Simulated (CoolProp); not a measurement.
The numbers come from the reference Helmholtz-energy equation of state, Gao 2022 in CoolProp.

Question: Give the vapour pressure (MPa), liquid density (kg/m³), vapour density (kg/m³), enthalpy of vaporisation (kJ/kg) of saturated n-perfluorohexane at 313, 334, 341.1 K.

Answer: 
| T (K) | p (MPa) | liquid density (kg/m³) | vapour density (kg/m³) | enthalpy of vaporisation (kJ/kg) |
|---|---|---|---|---|
| 313 | 0.0542 | 1630 | 7.33 | 89.2 |
| 334 | 0.115 | 1570 | 15.0 | 83.4 |
| 341.1 | 0.144 | 1540 | 18.7 | 81.3 |
